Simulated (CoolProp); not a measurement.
Values from CoolProp's reference Helmholtz-energy equation of state, Schroeder 2014.

Problem. Give the vapour pressure (bar), vapour density (kg/m³) of saturated ethanol at 279.2 K.

Solution. 
```json
[
 {"T (K)": "279.2", "p (bar)": "0.0243", "vapour density (kg/m³)": "0.0483"}
]
```
